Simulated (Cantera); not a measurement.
Feed: 1 mol Ta, 9.6 mol CO₂, 38 mol H₂, equilibrated at 31000 Pa.

Equilibrium computed with Cantera from the NASA thermochemical tables; the gas is ideal and each condensed phase is pure. Candidate condensed phases: C, C₆H₆, C₇H₈, C₈H₁₈, H₂O, Ta, TaC, Ta₂O₅; 113 gas species. Kinetics and transport are ignored.

Problem. At 2573 K, list the 7 most abundant gas species with their mole fractions, and the condensed phases.

Solution. H₂ 0.615, CO 0.190, H₂O 0.136, H 0.0484, CO₂ 0.00658, OH 0.00241, TaO₂ 0.000784. Condensed: Ta₂O₅(l).
